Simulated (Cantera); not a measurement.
Feed: 1 mol SiCl4, 1.3 mol O3, held at 12.0 Pa.

Equilibrium computed with Cantera from the NASA thermochemical tables; the gas is ideal and each condensed phase is pure. Candidate condensed phases: Si, SiO2; 15 gas species. The tables hold silica as quartz up to 1696 K and as liquid above; real silica turns to tridymite and cristobalite and melts near 1996 K. Rates play no part.

x: gas mole fraction; n: condensed amount in mol.

```csv
T (K),x Cl,x Cl2,x O2,x O,x ClO,n SiO2(β-quartz)
1075,0.0788,0.612,0.309,6.66e-8,2.47e-5,1.00
1125,0.140,0.560,0.299,2.31e-7,3.86e-5,1.00
1175,0.230,0.485,0.285,7.12e-7,5.56e-5,1.00
1225,0.347,0.387,0.266,1.98e-6,7.35e-5,1.00
1275,…,…,0.245,…,…,1.00
1325,0.595,0.178,0.226,1.20e-5,9.79e-5,1.00
1375,0.685,0.103,0.212,2.67e-5,0.000101,1.00
1425,0.741,0.0559,0.203,5.70e-5,9.94e-5,1.00
1475,0.773,0.0296,0.197,0.000116,9.55e-5,1.00
1525,0.789,0.0157,0.195,0.000228,9.09e-5,1.00
1575,0.798,0.00855,0.193,0.000430,8.62e-5,1.000
1625,0.802,…,0.192,…,8.17e-5,1.000
1675,0.804,0.00275,0.192,0.00137,7.75e-5,1.000
```

Question: Complete the blanks.

Answer: 
- 1275, x Cl: 0.476
- 1275, x Cl2: 0.278
- 1275, x O: 5.05e-6
- 1275, x ClO: 8.87e-5
- 1625, x Cl2: 0.00477
- 1625, x O: 0.000779
